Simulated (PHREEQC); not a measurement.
A solution holds 0.54 mol H2SO4, 0.025 mol LiCl and 0.0012 mol MgSO4 per kg of water, at 25 °C. Closed to the air; pH follows from the charge balance.

Model: ion-association model, phreeqc.dat, run in PHREEQC.

No solid was allowed to form.

Task: Predict the pH, ionic strength, specific conductance.

Result: pH 0.35; ionic strength 0.660 mol/kgw; specific conductance 162000 µS/cm.

Task: In which forms is Li present?

Result: Li+ 96 %, LiSO4- 3.7 % of the Li.
